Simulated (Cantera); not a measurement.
An isothermal, constant-pressure homogeneous reactor starts with C₂H₄ : H₂ = 1 : 6.7 (molar parts), at 1500 K and 360 Pa.

Detailed kinetics in Cantera: GRI-Mech 3.0 (53 species, 325 reactions). GRI-Mech 3.0 was tuned for natural gas; its chemistry of ethylene as a main component is partial and can be far from experiment. GRI-Mech 3.0 stops at C3 and has no aromatics, soot or wall deposition, so with more carbon than oxygen in the feed, carbon stays in small species such as C2H2 where larger ones or solid carbon would form. Radical loss at walls, strong at low pressure, is not modelled.

x: mole fraction; the columns are a selection and need not sum to one.

```csv
t (s),x C₂H₄,x H₂,x C₂H₆,x CH₃,x H
0.000600,0.130,0.870,2.87e-10,3.03e-12,1.78e-8
0.00152,0.130,0.870,8.59e-10,1.43e-11,4.58e-8
0.00383,0.130,0.870,2.33e-9,4.63e-11,1.17e-7
0.00969,0.129,0.870,6.17e-9,1.30e-10,2.98e-7
0.0245,0.128,0.870,1.65e-8,3.55e-10,7.60e-7
0.0619,0.125,0.871,4.47e-8,9.75e-10,1.95e-6
0.157,0.118,0.872,1.12e-7,…,4.81e-6
0.396,0.0986,0.874,1.87e-7,…,9.19e-6
1.00,0.0598,0.878,1.60e-7,…,1.33e-5
```

### Question
Complete the blanks.

### Answer

- 0.157, x CH₃: 2.53e-9
- 0.396, x CH₃: 4.90e-9
- 1.00, x CH₃: 7.02e-9
